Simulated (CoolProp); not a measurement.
Vapour-liquid equilibrium of benzene (1) + o-xylene (2) at 0.132 MPa; x and y are mole fractions of (1).

Values from CoolProp's multi-fluid Helmholtz-energy mixture model, Thol 2012 and Zhou 2012; pair parameters Bell 2016.

**Question.** Give the bubble temperature and the first vapour's composition at x = 0.2, 0.35, 0.875. Is there an azeotrope?

**Answer.** x = 0.2: 404.4 K, y = 0.568; x = 0.35: 390.0 K, y = 0.773; x = 0.875: 365.6 K, y = 0.975. No azeotrope shows between x = 0.05 and 0.95.

Pair parameters are fitted to limited data, so mixtures are less certain than the pure fluids. The gap from Raoult's law changes sign with composition, which may be real or a fault of the pair parameters; it wasn't checked against measurements.
